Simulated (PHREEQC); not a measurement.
1.2 g of hydrous ferric oxide (600 m²/g; 0.2 weak and 0.005 strong sites per Fe, Dzombak-Morel constants, diffuse double layer) in 1 kg of water with 0.1 mol/kgw of an inert sodium salt and 0.003 mmol/kgw NaF, at 25 °C; the pH is set by adding NaOH or the inert anion's acid. Oxygen is held at 0.21 atm. The system is closed to CO2. Nothing may precipitate in this run.

Base run: PHREEQC, ion-association model, wateq4f.dat. Each further column changes one thing. The table gives F sorbed (%).

```
pH     base  background salt from 0.1 to 0.01 mol/kgw  oxide from 1.2 to 6 g/kgw
-----  ----  ----------------------------------------  -------------------------
4      93.6                                      98.8                       98.6
4.67   91.6                                      97.8                       98.1
5.33   85.6                                      94.8                       96.7
6      71.9                                      85.8                       92.7
6.67   48.0                                      62.8                       82.1
7.33   22.6                                      30.2                       59.3
8       7.6                                       9.3                       29.2
8.67    2.2                                       2.4                       10.2
9.33    0.7                                       0.6                        3.2
10      0.2                                       0.2                        1.0
10.67   0.1                                       0.0                        0.3
11.33   0.0                                       0.0                        0.1
12      0.0                                       0.0                        0.0
```
